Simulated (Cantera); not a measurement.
Feed: 1 mol NiS, 5.1 mol H2, equilibrated at 520 Pa.

These are equilibrium values from Cantera (NASA tables, ideal gas, pure condensed phases), not measurements of a reactor. Candidate condensed phases: Ni, NiS, NiS2, Ni3S2, Ni3S4, S; 9 gas species. Gases not in the tables: S3 to S7. The numbers say what is thermodynamically allowed, not how fast it happens. All values below are at 1048 K.

Base state: H2 0.935, H2S 0.0651, S2 0.000136, SH 1.39e-5 (mole fractions); condensed: Ni3S2(s).

Question: What changes in the equilibrium state with this change: pressure from 520 Pa to 21.0 Pa?

Answer: 
| species | before | after |
|---|---|---|
| H2 | 0.935 | 0.938 |
| H2S | 0.0651 | 0.0595 |
| S2 | 0.000136 | 0.00280 |
| SH | 1.39e-5 | 6.33e-5 |
| Ni3S2(s), mol | 0.333 | 0.333 |
